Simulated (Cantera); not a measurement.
A perfectly stirred reactor is fed with NO : N2 = 1 : 0.12 (molar parts), at 97.5 Torr; it is held at 1675 K, and followed from long to short residence time.

Cantera simulation using GRI-Mech 3.0 (53 species, 325 reactions); the numbers are that mechanism's predictions, not measurements.

Problem. Predict: x(NO) at τ = 6.90 s; x(N2) at τ = 6.90 s; x(N2O) at τ = 6.90 s; x(O) at τ = 6.90 s; x(NO2) at τ = 6.90 s; x(NO) at τ = 68.0 ms; x(N2) at τ = 68.0 ms; x(N2O) at τ = 68.0 ms; x(O) at τ = 68.0 ms; x(NO2) at τ = 68.0 ms.

Solution. 
```json
{
  "x(NO) at τ = 6.90 s": "0.806",
  "x(N2) at τ = 6.90 s": "0.150",
  "x(N2O) at τ = 6.90 s": "0.000226",
  "x(O) at τ = 6.90 s": "2.26e-5",
  "x(NO2) at τ = 6.90 s": "0.000442",
  "x(NO) at τ = 68.0 ms": "0.892",
  "x(N2) at τ = 68.0 ms": "0.107",
  "x(N2O) at τ = 68.0 ms": "0.000182",
  "x(O) at τ = 68.0 ms": "8.73e-6",
  "x(NO2) at τ = 68.0 ms": "0.000143"
}
```
